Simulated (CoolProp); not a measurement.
A single-stage vapour-compression cycle with the fluid: evaporating at 315.15 K (dew point), condensing at 362.15 K (bubble point), superheat 2 K, subcooling 8 K, compressor efficiency 0.9, no pressure losses. The same conditions are run with several fluids, on thermodynamics alone (safety and materials aside).

Values from CoolProp's reference Helmholtz-energy equation of state of each fluid (R1233zd(E): Akasaka 2022; R227EA: Lemmon 2016; R134a: Tillner-Roth 1994; chloromethane (R40): Thol 2014; methanol: de Reuck 1993; fluoroethane (R161): Wu 2012).

| fluid | cooling COP | pressure ratio | discharge temperature (K) | refrigerating effect (kJ/kg) | volumetric capacity (kJ/m³) |
|---|---|---|---|---|---|
| R1233zd(E) | 5.09 | 3.54 | 362.2 | 134 | 1650 |
| R227EA | 3.74 | 3.03 | 362.1 | 51.2 | 3020 |
| R134a | 4.20 | 2.96 | 371.6 | 99.6 | 5200 |
| chloromethane (R40) | 5.03 | 2.86 | 398.0 | 286 | 5860 |
| methanol | 5.46 | 6.35 | 433.0 | 1040 | 507 |
| fluoroethane (R161) | 4.37 | 2.73 | 380.0 | 210 | 7010 |

The compression ends wet for: R1233zd(E); R227EA.
